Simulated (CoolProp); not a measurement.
The fluid at 369.22 K and 0.212 MPa expands adiabatically to 0.0272 MPa with isentropic efficiency 0.7. The same conditions are run with several fluids, on thermodynamics alone (safety and materials aside).

Computed with CoolProp (reference Helmholtz-energy equation of state of each fluid (CH2F2 (R32): Tillner-Roth 1997; R236FA: Pan 2012; the fluoroketone C6F12O (FK-5-1-12): McLinden 2015; propyne: Polt 1992; R13: Platzer 1990)). The equations of Platzer and Polt are older, rougher fits.

Task: Rank CH2F2 (R32), R236FA, the fluoroketone C6F12O (FK-5-1-12), propyne, R13 by work (kJ/kg), highest first.

Result: propyne (95.8), CH2F2 (R32) (69.9), R13 (37.4), R236FA (26.8), the fluoroketone C6F12O (FK-5-1-12) (13.0)

```json
[
 {"fluid": "CH2F2 (R32)", "final temperature (K)": "286.8", "final density (kg/m³)": "0.596"},
 {"fluid": "R236FA", "final temperature (K)": "337.7", "final density (kg/m³)": "1.48"},
 {"fluid": "the fluoroketone C6F12O (FK-5-1-12)", "final temperature (K)": "352.2", "final density (kg/m³)": "2.97"},
 {"fluid": "propyne", "final temperature (K)": "308.6", "final density (kg/m³)": "0.426"},
 {"fluid": "R13", "final temperature (K)": "313.8", "final density (kg/m³)": "1.09"}
]
```
